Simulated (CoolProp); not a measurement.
Vapour-liquid equilibrium of cyclohexane (1) + n-nonane (2) at 0.72 MPa; x and y are mole fractions of (1).

Values from CoolProp's multi-fluid Helmholtz-energy mixture model, Zhou 2014 and Lemmon 2006; pair parameters Bell 2016.

| x | bubble temperature (K) | y at the bubble point | dew temperature at overall composition x (K) | liquid density (mol/L) |
|---|---|---|---|---|
| 0.05 | 511.4 | 0.118 | 514.8 | 4.089 |
| 0.2 | 495.3 | 0.405 | 507.1 | 4.499 |
| 0.35 | 481.3 | 0.611 | ? | 4.937 |
| 0.5 | ? | 0.759 | ? | 5.414 |
| 0.65 | 457.8 | 0.864 | 478.3 | ? |
| 0.8 | 447.9 | 0.937 | 464.8 | 6.537 |
| 0.95 | ? | ? | 446.0 | 7.207 |

**Question.** What belongs in the gaps?

**Answer.** 
- 0.35, dew temperature at overall composition x (K): 498.6
- 0.5, bubble temperature (K): 468.9
- 0.5, dew temperature at overall composition x (K): 489.2
- 0.65, liquid density (mol/L): 5.944
- 0.95, bubble temperature (K): 439.3
- 0.95, y at the bubble point: 0.987

No azeotrope shows between x = 0.05 and 0.95.

Pair parameters are fitted to limited data, so mixtures are less certain than the pure fluids.
